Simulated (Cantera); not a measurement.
A closed system holds: 1 mol Cr, 1.5 mol N₂O, 190 mol H₂, 0.94 mol O₂, at 7.50 Torr.

These are equilibrium values from Cantera (NASA tables, ideal gas, pure condensed phases), not measurements of a reactor. Candidate condensed phases: Cr, CrN, Cr₂N, Cr₂O₃, H₂O; 29 gas species. Equilibrium is a limit: real reactors are often held back by kinetics, nucleation or transport.

Question: At 2250 K, list the 5 most abundant gas species with their mole fractions, and the condensed phases.

Answer: H₂ 0.900, H 0.0705, H₂O 0.0167, N₂ 0.00752, Cr 0.00493. Condensed: gas only.
